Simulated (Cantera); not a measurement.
## Pyrogenic steam for wet oxidation

An isothermal, constant-pressure homogeneous reactor starts with 11.5 % H2, 9.62 % O2, 78.8 % N2, equivalence ratio 0.60, at 1123 K and 0.237 atm.

Detailed kinetics in Cantera: the H2/O2 subset of GRI-Mech 3.0, which has no nitrogen chemistry. The temperature is held fixed by assumption; the heat of reaction is taken as removed at once.

```csv
t (s),x H2,x O2,x H2O,x H,x OH,x O,x H2O2
0.000200,0.115,0.0962,1.69e-6,1.35e-6,1.14e-7,2.45e-7,2.82e-10
0.000465,0.0829,0.0824,0.0235,0.0169,0.00138,0.00298,4.91e-7
0.00108,0.00531,0.0434,0.111,0.00791,0.00143,0.00252,1.36e-6
0.00251,0.000897,0.0410,0.121,0.000363,0.000457,0.000334,1.35e-6
0.00585,0.000141,0.0408,0.122,1.68e-5,0.000152,4.34e-5,6.45e-7
0.0136,2.35e-5,0.0408,0.122,1.23e-6,6.46e-5,7.49e-6,2.29e-7
0.0316,4.23e-6,0.0408,0.122,1.25e-7,3.13e-5,1.68e-6,7.74e-8
0.0735,9.17e-7,0.0408,0.122,1.77e-8,1.68e-5,4.78e-7,2.71e-8
0.171,2.59e-7,0.0408,0.122,3.32e-9,9.74e-6,1.61e-7,1.02e-8
0.398,8.88e-8,0.0408,0.122,7.53e-10,5.96e-6,6.05e-8,4.12e-9
0.925,3.40e-8,0.0408,0.122,1.90e-10,3.77e-6,2.43e-8,1.72e-9
2.15,1.40e-8,0.0408,0.122,5.20e-11,2.44e-6,1.02e-8,7.44e-10
5.00,6.33e-9,0.0408,0.122,1.61e-11,1.63e-6,4.58e-9,3.40e-10
```
x: mole fraction; the columns are a selection and need not sum to one.

Equilibrium at this temperature and pressure: H2 2.86e-9, O2 0.0408, H2O 0.122, H 4.68e-12, OH 1.03e-6, O 1.83e-9, H2O2 1.39e-10 (gas phase only).
